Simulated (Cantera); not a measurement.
Feed: 1 mol PbS, 4.6 mol H2, equilibrated at 2.30 mbar.

Cantera equilibrium calculation (NASA polynomials, part measured and part estimated; ideal gas, pure solids and liquids). Candidate condensed phases: Pb, PbS, S; 10 gas species. Gases not in the tables: S3 to S7. The numbers say what is thermodynamically allowed, not how fast it happens.

Question: Which condensed phases are stable at each of these points (T (°C)): 377, 527, 677, 827, 977, 1127, 1277, 1427, 1577, 1727?

Answer: 
```csv
T (°C),condensed phases,Pb condensed (%)
377,Pb(l) + PbS(s),100.0
527,Pb(l) + PbS(s),100.0
677,Pb(l) + PbS(s),94.6
827,gas only,0.0
977,gas only,0.0
1127,gas only,0.0
1277,gas only,0.0
1427,gas only,0.0
1577,gas only,0.0
1727,gas only,0.0
```

From 377 °C to 677 °C the condensed part is Pb(l) + PbS(s). From 827 °C to 1727 °C nothing is condensed.
